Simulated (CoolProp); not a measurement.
The fluid at 298.15 K and 2.89 MPa is throttled through a valve to 1.41 MPa with no heat exchange. The same conditions are run with several fluids, on thermodynamics alone (safety and materials aside).

The numbers come from the reference Helmholtz-energy equation of state of each fluid (c-C4F8 (RC318): Platzer 1990; n-perfluorohexane: Gao 2022; R227EA: Lemmon 2016; n-butane: Bücker 2006; R1224YDZ: Akasaka 2023) in CoolProp. The equations of Platzer and Polt are older, rougher fits.

```csv
fluid,temperature change (K),final density (kg/m³)
c-C4F8 (RC318),…,1510
n-perfluorohexane,+0.4,…
R227EA,+0.1,1390
n-butane,+0.4,574
R1224YDZ,+0.4,…
```

**Question.** What belongs in the gaps?

**Answer.** 
- c-C4F8 (RC318), temperature change (K): +0.2
- n-perfluorohexane, final density (kg/m³): 1680
- R1224YDZ, final density (kg/m³): 1360
